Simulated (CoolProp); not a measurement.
Properties of C2F6 (R116) along the isobar 2.65 MPa.

Computed with CoolProp (reference Helmholtz-energy equation of state, Lemmon 2006). It is a short technical equation, of lower accuracy than the large ones.

```
T (K)   phase  density (kg/m³)  expansivity (1/kK)
-----  ------  ---------------  ------------------
181.5  liquid             1673               2.435
212    liquid              ___               2.986
242.4  liquid             1387                 ___
272.8  liquid             1168               8.351
303.3     gas            218.7                 ___
333.7     gas            166.3                 ___
364.1     gas            140.4               4.745
394.6     gas            123.4                 ___
425       gas              ___               3.202
```

**Question.** What belongs in the gaps?

**Answer.** 
- 212, density (kg/m³): 1542
- 242.4, expansivity (1/kK): 4.145
- 303.3, expansivity (1/kK): 13.18
- 333.7, expansivity (1/kK): 6.644
- 394.6, expansivity (1/kK): 3.788
- 425, density (kg/m³): 111.0
